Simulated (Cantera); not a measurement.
Input (Python, Cantera):

```python
import numpy as np
import cantera as ct

gas = ct.Solution("gri30.yaml")
gas.TPX = 1575, 190, {'C2H4': 1, 'H2': 3.1}
reactor = ct.IdealGasConstPressureReactor(gas, energy="off", clone=False)
net = ct.ReactorNet([reactor])
net.rtol, net.atol = 1e-08, 1e-18
show = ['C2H4', 'H2', 'CH4', 'C2H6', 'CH3', 'C2H2']
times = np.geomspace(9e-06, 8, 14)

steps = ct.SolutionArray(gas, extra=["t"])
rows = []
print(f"{'t/s':>10s}{'T/K':>9s}{'P/Pa':>11s}" + "".join(f"{s:>11s}" for s in show))
for t in times:
    while net.time < t:
        t_next = net.step()
        steps.append(gas.state, t=t_next)
    rows.append([np.interp(t, steps.t, y) for y in (steps.T, steps.P, *steps(*show).X.T)])
    print(f"{t:10.3e}{rows[-1][0]:9.1f}{rows[-1][1]:11.4g}" + "".join(f"{x:11.3e}" for x in rows[-1][2:]))
rate = np.gradient(steps.T, steps.t)
print("integrator steps:", len(steps.t))
if steps.T.max() > steps.T[0] + 200:
    print(f"time of steepest temperature rise: {steps.t[rate.argmax()]:.4e} s")
gas.TPX = 1575, 190, {'C2H4': 1, 'H2': 3.1}
gas.equilibrate("TP")
print(f"equilibrium (TP): T = {gas.T:.1f} K  " + "  ".join(f"{s} {gas[s].X[0]:.3e}" for s in show))
```

It prints:

```
       t/s      T/K       P/Pa       C2H4         H2        CH4       C2H6        CH3       C2H2
 9.000e-06   1575.0        190  2.439e-01  7.561e-01  1.328e-16  2.544e-13  4.820e-16  1.872e-06
 2.581e-05   1575.0        190  2.439e-01  7.561e-01  1.145e-15  2.045e-12  5.193e-15  5.371e-06
 7.404e-05   1575.0        190  2.439e-01  7.561e-01  1.130e-14  1.558e-11  6.778e-14  1.540e-05
 2.124e-04   1575.0        190  2.438e-01  7.561e-01  1.781e-13  1.055e-10  9.966e-13  4.418e-05
 6.091e-04   1575.0        190  2.437e-01  7.561e-01  4.686e-12  5.515e-10  1.243e-11  1.267e-04
 1.747e-03   1575.0        190  2.434e-01  7.562e-01  1.083e-10  2.041e-09  9.171e-11  3.637e-04
 5.010e-03   1575.0        190  2.426e-01  7.564e-01  1.500e-09  6.050e-09  3.699e-10  1.044e-03
 1.437e-02   1575.0        190  2.402e-01  7.568e-01  1.402e-08  1.551e-08  1.059e-09  3.006e-03
 4.122e-02   1575.0        190  2.331e-01  7.582e-01  1.035e-07  3.334e-08  2.484e-09  8.705e-03
 1.182e-01   1575.0        190  2.124e-01  7.623e-01  6.454e-07  6.097e-08  5.113e-09  2.535e-02
 3.391e-01   1575.0        190  1.580e-01  7.729e-01  3.034e-06  7.255e-08  7.589e-09  6.908e-02
 9.725e-01   1575.0        190  6.477e-02  7.912e-01  8.404e-06  4.186e-08  9.641e-09  1.440e-01
 2.789e+00   1575.0        190  1.921e-03  8.034e-01  1.378e-05  3.508e-09  3.847e-08  1.945e-01
 8.000e+00   1575.0        190  4.266e-05  8.033e-01  1.448e-05  1.456e-10  2.508e-07  1.960e-01
integrator steps: 694
equilibrium (TP): T = 1575.0 K  C2H4 4.124e-05  H2 8.030e-01  CH4 2.373e-04  C2H6 3.153e-10  CH3 5.159e-06  C2H2 1.959e-01
```

Computed with Cantera and GRI-Mech 3.0 (53 species, 325 reactions). GRI-Mech 3.0 was tuned for natural gas; its chemistry of ethylene as a main component is partial and can be far from experiment. GRI-Mech 3.0 stops at C3 and has no aromatics, soot or wall deposition, so with more carbon than oxygen in the feed, carbon stays in small species such as C2H2 where larger ones or solid carbon would form. Radical loss at walls, strong at low pressure, is not modelled.
